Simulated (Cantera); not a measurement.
A closed system holds: 1 mol SiH₂Cl₂, 0.76 mol C₂H₄, 250 mol H₂, at 1677 °C and 1330 Pa.

Equilibrium computed with Cantera from the NASA thermochemical tables; the gas is ideal and each condensed phase is pure. Equilibrium is a limit: real reactors are often held back by kinetics, nucleation or transport.

```tsv
species	before	after
H₂	0.982	0.980
H	0.00984	0.00983
HCl	0.00777	0.00747
Si	8.10e-5	0.00179
C₂H₂ (acetylene)	0.000537	1.10e-6
Si₂	3.37e-8	1.64e-5
Si₂C	1.79e-6	3.94e-5
SiH	7.09e-6	0.000156
SiH₂	3.53e-6	7.77e-5
SiCl	2.79e-6	5.92e-5
SiCl₂	7.10e-6	0.000145
C(graphite), mol	0.270	0
SiC(s), mol	0.973	0.369
Si(l), mol	0	0.0345
```
Gas species are given as mole fractions.

Problem. What was changed between the two runs?
A. temperature from 1677 °C to 1450 °C
B. SiH₂Cl₂ replaced by CH₃SiCl₃
C. C₂H₄ from 0.76 to 0.19 mol
D. H₂ from 250 to 2.5 mol

Solution. C, C₂H₄ from 0.76 to 0.19 mol. Mutual solubility and eutectic melting of coexisting phases are not modelled. The tables' values for SiCl are old estimates; treat these amounts as uncertain. Gases not in the tables: Si₂H₆ and higher silanes
